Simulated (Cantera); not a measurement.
An isothermal, constant-pressure homogeneous reactor starts with CH4 : H2 : N2 = 0.046 : 1 : 0.009 (molar parts), at 1575 K and 0.130 bar.

Detailed kinetics in Cantera: GRI-Mech 3.0 (53 species, 325 reactions). GRI-Mech 3.0 stops at C3 and has no aromatics, soot or wall deposition, so with more carbon than oxygen in the feed, carbon stays in small species such as C2H2 where larger ones or solid carbon would form.

Question: Predict: x(CH4) at 2.00 s; x(H2) at 2.00 s; x(CH3) at 2.00 s; x(C2H6) at 2.00 s.

Answer: 
- x(CH4) at 2.00 s: 0.0264 (gas-phase equilibrium 0.00600)
- x(H2) at 2.00 s: 0.957 (gas-phase equilibrium 0.968)
- x(CH3) at 2.00 s: 5.88e-5 (gas-phase equilibrium 1.44e-5)
- x(C2H6) at 2.00 s: 1.52e-6 (gas-phase equilibrium 1.67e-7)
